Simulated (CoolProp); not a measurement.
Saturated liquid density (kg/m³) of propyne: the reference equation beside estimates from Tc = 129.6 °C, pc = 5658 kPa, ω = 0.204. Rackett uses Z = 0.29056 − 0.08775 ω.

Values from CoolProp's reference Helmholtz-energy equation of state, Polt 1992. This equation is an older, rougher fit; its heat capacities, sound speeds and derivatives of the liquid may be far off and weren't checked against measurements.

| T (°C) | reference | Rackett | van der Waals | Soave-Redlich-Kwong | Peng-Robinson |
|---|---|---|---|---|---|
| 19.95 | 619.6 | 608.2 | 376.7 | 561.0 | 635.8 |
| 27.45 | 607.4 | 597.3 | 370.0 | 549.3 | 622.8 |
| 34.95 | 595.0 | 586.1 | 362.9 | 537.0 | 609.1 |
| 42.35 | 582.6 | 574.7 | 355.7 | 524.2 | 594.7 |
| 49.85 | 569.6 | 562.6 | 348.0 | 510.4 | 579.2 |
| 57.35 | 556.1 | 549.9 | 339.9 | 495.7 | 562.6 |
| 64.85 | 542.0 | 536.6 | 331.3 | 480.1 | 544.8 |
| 72.35 | 527.1 | 522.5 | 322.2 | 463.4 | 525.7 |
| 79.85 | 511.2 | 507.4 | 312.5 | 445.3 | 504.9 |
| 87.25 | 494.3 | 491.3 | 302.1 | 426.0 | 482.5 |
| 94.75 | 475.4 | 473.5 | 290.7 | 404.4 | 457.4 |
| 102.25 | 454.1 | 453.4 | 277.8 | 380.3 | 429.1 |

Absolute difference from the reference over all 12 rows, mean and median: Rackett 1.0 and 1.1 %, van der Waals 38.9 and 38.9 %, Soave-Redlich-Kwong 11.8 and 11.1 %, Peng-Robinson 2.2 and 2.2 %.
